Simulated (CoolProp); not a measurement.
Model: reference Helmholtz-energy equation of state, de Reuck 1990, in CoolProp.

**Question.** Give the vapour pressure (MPa), vapour density (kg/m³), enthalpy of vaporisation (kJ/kg) of saturated fluorine at -190.15, -170.45, -165.45 °C.

**Answer.** 
| T (°C) | p (MPa) | vapour density (kg/m³) | enthalpy of vaporisation (kJ/kg) |
|---|---|---|---|
| -190.15 | 0.0797 | 4.52 | 176 |
| -170.45 | 0.529 | 26.3 | 155 |
| -165.45 | 0.761 | 37.2 | 148 |
